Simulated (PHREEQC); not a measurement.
Consider water at 25 °C with 0.042 mol/kgw NH4BF4. Closed to the air; pH follows from the charge balance.

The numbers come from PHREEQC with the ion-association model, wateq4f.dat.

```yaml
pH: 2.82
ionic_strength: 0.0438 mol/kgw
total_alkalinity: -126 meq/kg
```

| species | molality | activity | log γ |
|---|---|---|---|
| NH4+ | 0.0420 | 0.0348 | -0.082 |
| BF4- | 0.0376 | 0.0305 | -0.091 |
| HF | 0.00551 | 0.00557 | 0.004 |
| F- | 0.00297 | 0.00244 | -0.086 |
| BF3OH- | 0.00248 | 0.00201 | -0.091 |
| H+ | 0.00177 | 0.00152 | -0.066 |
| H3BO3 | 0.00127 | 0.00128 | 0.004 |
| BF2(OH)2- | 0.000610 | 0.000494 | -0.091 |
| H2F2 | 7.99e-5 | 8.07e-5 | 0.004 |
| HF2- | 6.35e-5 | 5.21e-5 | -0.086 |
| BF(OH)3- | 1.53e-6 | 1.24e-6 | -0.091 |
| NH3 | 1.30e-8 | 1.30e-8 | 0.000 |

No solid was allowed to form. Species that the database lacks are ignored. Real BF4- forms and hydrolyses slowly; the run takes it at equilibrium.
